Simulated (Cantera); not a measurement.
Charge: 1 mol SiCl4, 2.3 mol Cl2, 10 mol H2, equilibrated at 852 °C and 1.00 bar.

Cantera equilibrium calculation (NASA polynomials, part measured and part estimated; ideal gas, pure solids and liquids). Candidate condensed phases: Si; 19 gas species. The tables' values for SiCl3 are old estimates; treat these amounts as uncertain. Kinetics and transport are ignored.

Base state: H2 0.577, HCl 0.348, SiCl4 0.0729, SiHCl3 0.00210, SiCl3 0.000200 (mole fractions); condensed: gas only.

### Question
What changes in the equilibrium state with this change: temperature from 852 °C to 525 °C?

### Answer
```
species    before     after
-------  --------  --------
H2          0.577     0.579
HCl         0.348     0.346
SiCl4      0.0729    0.0751
SiCl3    0.000200   9.72e-8
SiHCl3    0.00210  0.000111
```
